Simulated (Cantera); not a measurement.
What does this Cantera script print?

```python
import numpy as np
import cantera as ct

gas_names = """
    CL CL2 H HCL H2 Si SiCL SiCL2 SiCL3 SiCL4 SiH SiHCL3 SiH2 SiH2CL2 SiH3 SiH3CL SiH4 Si2 Si3
""".split()
cond_names = """
    Si(cr) Si(L)
""".split()


def load(file, names, dense=False):
    # The tables refer to 1 bar. Condensed volumes are neglected.
    table = {s.name: s for s in ct.Species.list_from_file(file)}
    out = []
    for n in names:
        d = dict(table[n].input_data)
        d["thermo"] = dict(d["thermo"], **{"reference-pressure": 1e5})
        if dense:
            d["equation-of-state"] = {"model": "constant-volume", "density": "1e6 g/cm^3"}
        out.append(ct.Species.from_dict(d))
    return out


gas = ct.Solution(thermo="ideal-gas", species=load("nasa_gas.yaml", gas_names))
cond = {s.name: ct.Solution(thermo="fixed-stoichiometry", species=[s], name=s.name)
        for s in load("nasa_condensed.yaml", cond_names, dense=True)}
atoms = {
    'SiH4': {'Si': 1, 'H': 4},
    'HCl': {'H': 1, 'CL': 1},
    'H2': {'H': 2},
}
top_T = {}  # K; cautious upper limits of use, not melting points


def equilibrate(T, P, feed):
    n = {}
    for name, mol in feed.items():
        for a, k in atoms[name].items():
            n[a] = n.get(a, 0.0) + k * mol
    gas.TPX = T, P, n
    mass = sum(n.values()) * gas.mean_molecular_weight
    gas.equilibrate("TP")
    valid = [c for c in cond.values() if c.min_temp <= T <= top_T.get(c.name, c.max_temp)]
    mix = ct.Mixture([(gas, mass / gas.mean_molecular_weight)] + [(c, 0.0) for c in valid])
    mix.T, mix.P = T, P
    mix.equilibrate("TP", solver="vcs", rtol=1e-11, max_steps=5000)
    return mix


results = []
feed = {'SiH4': 1, 'HCl': 0.67, 'H2': 210}  # mol
T = 2025  # K
P = 1000  # Pa
mix = equilibrate(T, P, feed)
results.append((T, P, feed, dict(zip(mix.species_names, mix.species_moles))))
print(gas.report(threshold=1e-06))
for i in range(1, mix.n_phases):
    print(f"{mix.phase(i).name:16s} {mix.phase_moles(i):12.5e} mol")
```

Output:

```
       temperature   2025 K
          pressure   1000 Pa
           density   0.00013217 kg/m^3
  mean mol. weight   2.2253 kg/kmol
   phase of matter   gas

                          1 kg             1 kmol
                     ---------------   ---------------
          enthalpy        2.6661e+07        5.9328e+07  J
   internal energy        1.9095e+07        4.2491e+07  J
           entropy        1.0248e+05        2.2804e+05  J/K
    Gibbs function       -1.8085e+08       -4.0245e+08  J
 heat capacity c_p             15269             33978  J/K
 heat capacity c_v             11533             25664  J/K

                      mass frac. Y      mole frac. X     chem. pot. / RT
                     ---------------   ---------------   ---------------
                CL        0.00069203        4.3441e-05           -30.174
                 H         0.0086012          0.018988           -12.076
               HCL          0.049137         0.0029992            -42.25
                H2           0.88183           0.97337           -24.152
                Si          0.052504         0.0041601            -6.293
              SiCL        0.00095297        3.3377e-05           -36.467
             SiCL2        0.00068337        1.5363e-05            -66.64
               SiH         0.0034355        0.00026277           -18.369
              SiH2         0.0011496        8.4988e-05           -30.445
               Si2        0.00082553        3.2705e-05           -12.586
               Si3        0.00018742          4.95e-06           -18.879
     [   +8 minor]        6.7685e-07        4.2097e-08

Si(L)             0.00000e+00 mol
```

Equilibrium computed with Cantera from the NASA thermochemical tables; the gas is ideal and each condensed phase is pure. The tables' values for SiCl are old estimates; treat these amounts as uncertain. Gases not in the tables: Si2H6 and higher silanes.
